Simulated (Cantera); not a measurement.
A closed system holds: 1 mol Cr, a varied amount of O₂, 8.1 mol H₂, held at 1975 K and 1.33 mbar.

Method: chemical equilibrium by Gibbs-energy minimisation in Cantera with the NASA 1993 tables (ideal gas, pure condensed phases). Candidate condensed phases: Cr, Cr₂O₃, H₂O; 13 gas species. Kinetics and transport are ignored.

Task: What share of the Cr ends up in condensed phases as a function of n(O₂) (mol), at 0.023, 0.04, 0.068, 0.12, 0.2, 0.35, 0.6, 1, 1.8?

Result: 
```
n(O₂) (mol)  Cr condensed (%)        as
-----------  ----------------  --------
0.023                     0.0         -
0.04                      0.0         -
0.068                     0.0         -
0.12                      0.0         -
0.2                       1.4  Cr₂O₃(s)
0.35                     18.7  Cr₂O₃(s)
0.6                      45.3  Cr₂O₃(s)
1                        76.6  Cr₂O₃(s)
1.8                      95.2  Cr₂O₃(s)
```
